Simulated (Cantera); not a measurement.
A closed system holds: 1 mol BN, 1.1 mol HCl, 22 mol H₂, at 0.000530 bar.

Method: chemical equilibrium by Gibbs-energy minimisation in Cantera with the NASA 1993 tables (ideal gas, pure condensed phases). Candidate condensed phases: B, BN, NH₄Cl; 21 gas species. Mutual solubility and eutectic melting of coexisting phases are not modelled. Equilibrium is a limit: real reactors are often held back by kinetics, nucleation or transport.

### Question
Which condensed phases are stable at each of these points (T (K)): 1173, 1223, 1273, 1323, 1373, 1423, 1473, 1523, 1573, 1623, 1673, 1723, 1773?

### Answer
| T (K) | condensed phases | B condensed (%) |
|---|---|---|
| 1173 | BN(s) | 100.0 |
| 1223 | BN(s) | 100.0 |
| 1273 | BN(s) | 100.0 |
| 1323 | BN(s) | 100.0 |
| 1373 | BN(s) | 100.0 |
| 1423 | BN(s) | 99.9 |
| 1473 | BN(s) | 99.7 |
| 1523 | BN(s) | 99.4 |
| 1573 | BN(s) | 98.7 |
| 1623 | BN(s) | 97.2 |
| 1673 | BN(s) | 94.5 |
| 1723 | BN(s) | 89.7 |
| 1773 | B(s) + BN(s) | 83.3 |

From 1173 K to 1723 K the condensed part is BN(s). At 1773 K the condensed part is B(s) + BN(s).
